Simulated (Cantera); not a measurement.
An isothermal, constant-pressure homogeneous reactor starts with 36.8 % H2, 3.95 % O2, 59.3 % N2, equivalence ratio 4.7, at 1125 K and 0.260 bar.

Computed with Cantera and the H2/O2 subset of GRI-Mech 3.0, which has no nitrogen chemistry. The temperature is held fixed by assumption; the heat of reaction is taken as removed at once.

x: mole fraction; the columns are a selection and need not sum to one.

| t (s) | x H2 | x O2 | x O | x OH | x H |
|---|---|---|---|---|---|
| 8.00e-6 | 0.368 | 0.0395 | 1.03e-11 | 4.98e-12 | 4.78e-10 |
| 5.79e-5 | 0.368 | 0.0395 | 1.84e-10 | 8.10e-11 | 6.42e-9 |
| 0.000419 | 0.368 | 0.0395 | 8.62e-7 | … | 2.95e-5 |
| 0.00303 | 0.291 | 1.53e-7 | 1.02e-6 | … | 0.0137 |
| 0.0219 | 0.299 | 2.37e-9 | 1.56e-8 | … | 0.00174 |
| 0.158 | 0.300 | 5.38e-11 | 2.88e-10 | … | 0.000236 |
| 1.15 | 0.300 | 1.51e-12 | 5.47e-12 | … | 3.26e-5 |
| 8.29 | 0.300 | <1e-12 | <1e-12 | … | 4.51e-6 |
| 60.0 | 0.300 | <1e-12 | <1e-12 | 8.91e-10 | 6.24e-7 |

Question: What belongs in the gaps?

Answer: 
- 0.000419, x OH: 3.87e-7
- 0.00303, x OH: 2.00e-5
- 0.0219, x OH: 2.48e-6
- 0.158, x OH: 3.38e-7
- 1.15, x OH: 4.65e-8
- 8.29, x OH: 6.43e-9
